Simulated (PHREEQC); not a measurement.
Make-up at 15 °C: 5.5 mol NaCl and 0.055 mol FeCl2 per kg of water. It is in equilibrium with CO2 at log p = -1 (atm). Otherwise closed; pH follows from the charge balance.

The numbers come from PHREEQC with the Pitzer model, pitzer.dat.

Each row changes one thing in this solution. Precipitation was switched off in this run.

| case | pH | HCO3- (mol/kgw) | CO3-2 (mol/kgw) |
|---|---|---|---|
| as made | 3.75 | 2.77e-5 | 1.86e-10 |
| NaCl left out | 4.33 | 5.94e-5 | 1.65e-10 |
| FeCl2 from 0.055 to 0.0275 mol/kgw | 3.76 | 2.78e-5 | [?] |
| NaCl from 5.5 to 1.1 mol/kgw | [?] | 5.70e-5 | 3.31e-10 |
| NaCl from 5.5 to 0.55 mol/kgw | 4.29 | 5.88e-5 | [?] |
| diluted 100-fold with water | 4.40 | [?] | 1.01e-10 |

Task: Some entries are withheld; supply them.

Result: 
- FeCl2 from 0.055 to 0.0275 mol/kgw, CO3-2 (mol/kgw): 1.82e-10
- NaCl from 5.5 to 1.1 mol/kgw, pH: 4.23
- NaCl from 5.5 to 0.55 mol/kgw, CO3-2 (mol/kgw): 2.89e-10
- diluted 100-fold with water, HCO3- (mol/kgw): 4.74e-5

Complexes and solids missing from the database can't appear. In brines, pH and single-ion activities rest on the MacInnes convention.
